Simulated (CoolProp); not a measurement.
Values from CoolProp's reference Helmholtz-energy equation of state, Gedanitz 2015.

Problem. For cyclopentane, give the phase and the density (kg/m³), cp (kJ/(kg K)), expansivity (1/kK), conductivity (mW/(m K)) at 276.85 °C and 1.76 MPa; 276.85 °C and 8.81 MPa.

Solution. 
- 276.85 °C and 1.76 MPa: gas; density 30.5, cp 2.47, expansivity 2.71, conductivity 47.2
- 276.85 °C and 8.81 MPa: supercritical; density 376, cp 3.97, expansivity 10.0, conductivity 70.3

Thermal conductivity comes from a separate model (Vassiliou 2015).
